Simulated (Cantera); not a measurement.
A closed system holds: 1 mol B, 0.47 mol NH3, 35 mol H2, at 0.133 bar.

Method: chemical equilibrium by Gibbs-energy minimisation in Cantera with the NASA 1993 tables (ideal gas, pure condensed phases). Candidate condensed phases: B, BN; 15 gas species. Mutual solubility and eutectic melting of coexisting phases are not modelled. Equilibrium is a limit: real reactors are often held back by kinetics, nucleation or transport. All values below are at 1225 K.

Base state: H2 1.000 (mole fractions); condensed: B(s) + BN(s).

Q: What changes in the equilibrium state with this change: B replaced by borazine?

A: 
```tsv
species	before	after
H2	1.000	0.994
N2	<1e-9	0.00603
B(s), mol	0.530	0
BN(s), mol	0.470	3.00
```
The feed counts by its element totals alone.

Q: What changes in the equilibrium state with this change: B replaced by B2H6?

A: 
```json
[
 {"species": "H2", "before": "1.000", "after": "1.000"},
 {"species": "B(s), mol", "before": "0.530", "after": "1.53"},
 {"species": "BN(s), mol", "before": "0.470", "after": "0.470"}
]
```
The feed counts by its element totals alone.
